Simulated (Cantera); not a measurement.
Feed: 1 mol SiH2Cl2, 0.077 mol C3H8, 7.5 mol H2, at 46.0 mbar.

Method: chemical equilibrium by Gibbs-energy minimisation in Cantera with the NASA 1993 tables (ideal gas, pure condensed phases). Candidate condensed phases: C, C6H6, C7H8, C8H18, Si, SiC; 109 gas species. Mutual solubility and eutectic melting of coexisting phases are not modelled. Gases not in the tables: Si2H6 and higher silanes. Equilibrium is a limit: real reactors are often held back by kinetics, nucleation or transport.

Over these rows the condensed part is Si(l) + SiC(s). Partial pressures as log10 of bar:

```csv
T (K),1000/T (1/K),log p SiHCl3,log p H2,log p HCl,log p SiCl2
1725,0.5797,-5.68,-1.41,-2.31,-2.67
1825,0.5479,-6.05,-1.41,-2.29,-2.69
1925,0.5195,-6.38,-1.42,-2.27,-2.71
2025,0.4938,?,-1.42,-2.26,-2.73
2125,0.4706,-6.97,-1.42,-2.25,-2.76
2225,0.4494,-7.25,-1.44,-2.25,-2.79
```

Task: Fit log p(SiHCl3) = a + b·(1000/T) to the five rows, give the apparent enthalpy, and predict the row at 2025 K.

Result: Means: 1000/T = 0.5134, log p = -6.466. Sxy = 0.138736, Sxx = 0.0115510, so b = 12.01 and a = -6.466 − (12.01)×0.5134 = -12.63.
Apparent enthalpy: −19.145 × (12.01) = -230 kJ/mol. With the condensed phases at unit activity, Si(l) + 3 HCl(g) = SiHCl3(g) + H2(g) links this pressure to the main gases: over the six rows their terms move log p by +0.21 in all, so the slope isn't that reaction's ΔH° alone. The five rows lie within 0.02 of the line.
Prediction at 2025 K: -12.63 + (12.01)×0.4938 = -6.70. The computed value is -6.69, 0.01 from the line.
